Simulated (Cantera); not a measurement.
A perfectly stirred reactor is fed with H2 : O2 = 0.01 : 1 (molar parts), at 2300 Pa; it is held at 1450 K, and followed from long to short residence time.

Model: the H2/O2 subset of GRI-Mech 3.0, which has no nitrogen chemistry, integrated in Cantera. Radical loss at walls, strong at low pressure, is not modelled.

x: mole fraction; the columns are a selection and need not sum to one.

```
τ (s)        x H2   x O2       x H    x HO2   x H2O2
-------  --------  -----  --------  -------  -------
25        2.76e-6  0.990   1.75e-6  7.83e-8  2.29e-9
5.9       6.62e-6  0.989   6.98e-6  1.41e-7  4.15e-9
1.4       1.53e-5  0.988   2.55e-5  2.43e-7  6.76e-9
0.31      3.50e-5  0.986   8.00e-5  3.84e-7  9.86e-9
0.072         [?]  0.983       [?]      [?]      [?]
0.017    0.000210  0.982  0.000243  6.00e-7  1.48e-8
0.0038        [?]  0.981  0.000311      [?]      [?]
0.00088   0.00257  0.983  0.000338  8.27e-7  2.55e-8
```

Q: What belongs in the gaps?

A: 
- 0.072, x H2: 7.84e-5
- 0.072, x H: 0.000167
- 0.072, x HO2: 5.08e-7
- 0.072, x H2O2: 1.24e-8
- 0.0038, x H2: 0.000728
- 0.0038, x HO2: 7.14e-7
- 0.0038, x H2O2: 1.96e-8
